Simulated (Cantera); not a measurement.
Feed: 1 mol BCl3, 0.86 mol O2, 2 mol N2, equilibrated at 2348 K and 110 Pa.

Cantera equilibrium calculation (NASA polynomials, part measured and part estimated; ideal gas, pure solids and liquids). Candidate condensed phases: B, BN, B2O3; 25 gas species. The tables' values for BOCl are old estimates; treat these amounts as uncertain. Rates play no part.

### Question
What is the equilibrium state?

### Answer
```
Property                            Result
-------------------------------  ---------
x(Cl)                                0.502
x(N2)                                0.341
x(B2O3)                             0.0439
x(BO2)                              0.0419
x(BO)                               0.0301
x(O)                                0.0182
x(BOCl)                             0.0112
x(O2)                              0.00852
x(NO)                              0.00229
gas amount                       5.840 mol
log10 activity of B(s) (absent)      -6.61
```
